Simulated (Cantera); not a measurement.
A freely propagating, adiabatic, planar premixed flame of 8.83 % CH4, 18.0 % O2, 67.7 % N2, 5.47 % H2O, equivalence ratio 0.98, unburnt at 375 K and 4.10 bar; mixture-averaged transport, grid criteria slope 0.08 and curve 0.16, no radiation.

Model: GRI-Mech 3.0 (53 species, 325 reactions), integrated in Cantera. Burning velocities carry a grid error of a few per cent, more on coarse grids.

x: mole fraction of selected species; z is measured from the peak of heat release.

```tsv
z (mm)	T (K)	u (m/s)	x CH4	x O2	x H2O	x O	x HCN	x C2H4
-0.610	375	0.229	0.0882	0.180	0.0547	<1e-8	<1e-8	2.09e-8
-0.407	379	0.231	0.0878	0.180	0.0552	<1e-8	<1e-8	4.59e-7
-0.305	395	0.241	0.0867	0.178	0.0574	<1e-8	<1e-8	3.39e-6
-0.203	500	0.307	0.0804	0.170	0.0704	<1e-8	?	3.70e-5
-0.102	972	0.604	0.0530	0.130	0.121	4.93e-7	?	0.000318
-0.0508	1391	0.867	0.0275	0.0878	0.162	1.78e-5	?	0.000619
0	1793	1.12	0.00446	0.0418	0.200	0.000275	?	0.000276
0.0508	1955	1.21	8.91e-5	0.0208	0.213	0.000920	?	2.46e-6
0.102	2020	1.25	9.89e-7	0.0153	0.216	0.000879	?	<1e-8
0.203	2087	1.28	<1e-8	0.0115	0.220	0.000553	?	<1e-8
0.407	2139	1.31	<1e-8	0.00874	0.224	0.000291	<1e-8	<1e-8
0.813	2171	1.33	<1e-8	0.00699	0.227	0.000161	<1e-8	<1e-8
1.63	2186	1.34	<1e-8	0.00614	0.228	0.000113	<1e-8	<1e-8
```

What belongs in the gaps?


- -0.203, x HCN: 7.73e-8
- -0.102, x HCN: 6.61e-7
- -0.0508, x HCN: 1.42e-6
- 0, x HCN: 2.51e-6
- 0.0508, x HCN: 1.49e-6
- 0.102, x HCN: 3.99e-7
- 0.203, x HCN: 3.76e-8
